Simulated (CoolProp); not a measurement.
Dodecamethylpentasiloxane (MD3M) along the isobar 0.608 MPa: Z from the reference equation and from simpler models built on Tc = 628.0 K, pc = 0.9540 MPa, ω = 0.730; each cubic takes its own stable root.

The numbers come from the reference Helmholtz-energy equation of state, Thol 2019 in CoolProp.

```tsv
T (K)	phase	reference	van der Waals	Redlich-Kwong	Soave-Redlich-Kwong	Peng-Robinson
553.6	liquid	0.08664	0.1564	0.1134	[?]	0.08833
563.1	liquid	0.08759	[?]	0.1160	0.1020	0.09015
572.6	liquid	0.08890	0.6648	0.1198	0.1047	0.09262
582.1	liquid	0.09074	[?]	[?]	0.1085	0.09608
591.6	liquid	0.09344	0.7075	0.6551	0.1142	0.1012
601	gas	0.6081	0.7247	[?]	0.6473	0.6247
610.5	gas	0.6555	0.7401	0.7031	0.6848	0.6623
620	gas	[?]	0.7540	0.7225	0.7152	0.6930
```

### Question
Some entries are withheld; supply them.

### Answer

- 553.6, Soave-Redlich-Kwong: 0.09993
- 563.1, van der Waals: 0.1597
- 582.1, van der Waals: 0.6878
- 582.1, Redlich-Kwong: 0.6234
- 601, Redlich-Kwong: 0.6809
- 620, reference: 0.6916

At some of these states van der Waals, Redlich-Kwong gives the other phase, because its saturation line lies elsewhere.
